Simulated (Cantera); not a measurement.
An adiabatic, constant-volume homogeneous reactor starts with C3H8 : O2 : N2 : CO2 = 1 : 15.2 : 57 : 7.4 (molar parts), equivalence ratio 0.33, at 1725 K and 0.365 atm. Integrator tolerance rtol = 1e-08.

Model: GRI-Mech 3.0 (53 species, 325 reactions), integrated in Cantera. GRI-Mech 3.0 was tuned for natural gas; its chemistry of propane as a main component is partial and can be far from experiment.

Q: What does this change do: pressure from 0.365 atm to 0.286 atm?

A: 
| quantity | before | after |
|---|---|---|
| time of steepest temperature rise | 37.1 µs | 45.3 µs |
| temperature at 0.300 s | 2357 K | 2349 K |
| equilibrium temperature | 2357 K | 2349 K |
| x(C3H8) at 0.300 s | <1e-12 (gas-phase equilibrium <1e-12) | <1e-12 (gas-phase equilibrium <1e-12) |
| x(O2) at 0.300 s | 0.119 (gas-phase equilibrium 0.119) | 0.119 (gas-phase equilibrium 0.119) |
| x(CO2) at 0.300 s | 0.119 (gas-phase equilibrium 0.119) | 0.118 (gas-phase equilibrium 0.118) |
| x(OH) at 0.300 s | 0.00618 (gas-phase equilibrium 0.00618) | 0.00638 (gas-phase equilibrium 0.00637) |
| x(HCN) at 0.300 s | 1.88e-12 (gas-phase equilibrium 1.88e-12) | 1.76e-12 (gas-phase equilibrium 1.77e-12) |

Q: What does this change do: O2 15.2 to 6.9 parts?

A: 
```json
[
 {"quantity": "time of steepest temperature rise", "before": "37.1 µs", "after": "54.8 µs"},
 {"quantity": "temperature at 0.300 s", "before": "2357 K", "after": "2378 K"},
 {"quantity": "equilibrium temperature", "before": "2357 K", "after": "2378 K"},
 {"quantity": "x(C3H8) at 0.300 s", "before": "<1e-12 (gas-phase equilibrium <1e-12)", "after": "<1e-12 (gas-phase equilibrium <1e-12)"},
 {"quantity": "x(O2) at 0.300 s", "before": "0.119 (gas-phase equilibrium 0.119)", "after": "0.0300 (gas-phase equilibrium 0.0300)"},
 {"quantity": "x(CO2) at 0.300 s", "before": "0.119 (gas-phase equilibrium 0.119)", "after": "0.122 (gas-phase equilibrium 0.122)"},
 {"quantity": "x(OH) at 0.300 s", "before": "0.00618 (gas-phase equilibrium 0.00618)", "after": "0.00495 (gas-phase equilibrium 0.00495)"},
 {"quantity": "x(HCN) at 0.300 s", "before": "1.88e-12 (gas-phase equilibrium 1.88e-12)", "after": "1.61e-11 (gas-phase equilibrium 1.61e-11)"}
]
```
